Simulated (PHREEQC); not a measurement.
A solution holds 0.0097 mol/kgw NaOH and 4.6e-05 mol/kgw H4SiO4, at 25 °C. Closed to the air; pH follows from the charge balance.

The numbers come from PHREEQC with the ion-association model, wateq4f.dat.

Task: The ionic strength comes out as 0.00970 mol/kgw. What activity coefficients do OH-, Na+, H3SiO4-, H2SiO4-2 get?

Result: OH- 0.90, Na+ 0.90, H3SiO4- 0.90, H2SiO4-2 0.67.

This is a speciation only: nothing precipitates in the calculation. Species that the database lacks are ignored.
